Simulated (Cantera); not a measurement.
What does this Cantera script print?

```python
import numpy as np
import cantera as ct

gas_names = [...]  # 151 gases of nasa_gas.yaml made of C, H, N, O, Si
cond_names = """
    C(gr) C6H6(L) C7H8(L) C8H18(L),n-octa H2O(s) H2O(L) Si(cr) Si(L) SiC(b) SiO2(Lqz) SiO2(hqz) SiO2(L)
    Si2N2O(s) Si3N4(a)
""".split()


# ... load() reads the species with a 1 bar reference pressure and builds the phases ...
atoms = {
    'Si3N4': {'Si': 3, 'N': 4},
    'CO2': {'C': 1, 'O': 2},
    'H2': {'H': 2},
}
top_T = {'C(gr)': 4500, 'SiC(b)': 3050, 'Si2N2O(s)': 2100, 'Si3N4(a)': 2400}  # K; cautious upper limits of use, not melting points


# ... equilibrate(T, P, feed) seeds the gas with the atoms and calls Mixture.equilibrate('TP', solver="vcs", rtol=1e-11, max_steps=5000) ...
results = []
feed = {'Si3N4': 1, 'CO2': 0.013, 'H2': 630}  # mol
T = 1375  # K
P = 1300  # Pa
mix = equilibrate(T, P, feed)
results.append((T, P, feed, dict(zip(mix.species_names, mix.species_moles))))
print(gas.report(threshold=0.0001))
for i in range(1, mix.n_phases):
    print(f"{mix.phase(i).name:16s} {mix.phase_moles(i):12.5e} mol")
```

Result:

```
       temperature   1375 K
          pressure   1300 Pa
           density   0.00022999 kg/m^3
  mean mol. weight   2.0225 kg/kmol
   phase of matter   gas

                          1 kg             1 kmol
                     ---------------   ---------------
          enthalpy        1.5983e+07        3.2327e+07  J
   internal energy        1.0331e+07        2.0895e+07  J
           entropy        1.0494e+05        2.1225e+05  J/K
    Gibbs function       -1.2831e+08       -2.5951e+08  J
 heat capacity c_p             15746             31847  J/K
 heat capacity c_v             11635             23532  J/K

                      mass frac. Y      mole frac. X     chem. pot. / RT
                     ---------------   ---------------   ---------------
                H2           0.99649           0.99972           -22.696
                N2         0.0034312        0.00024772           -38.395
     [ +149 minor]         7.541e-05        3.3138e-05

C(gr)             0.00000e+00 mol
Si(cr)            2.07451e-01 mol
SiC(b)            1.27831e-02 mol
SiO2(hqz)         0.00000e+00 mol
Si2N2O(s)         2.44601e-02 mol
Si3N4(a)          9.09709e-01 mol
```

These are equilibrium values from Cantera (NASA tables, ideal gas, pure condensed phases), not measurements of a reactor. Mutual solubility and eutectic melting of coexisting phases are not modelled.
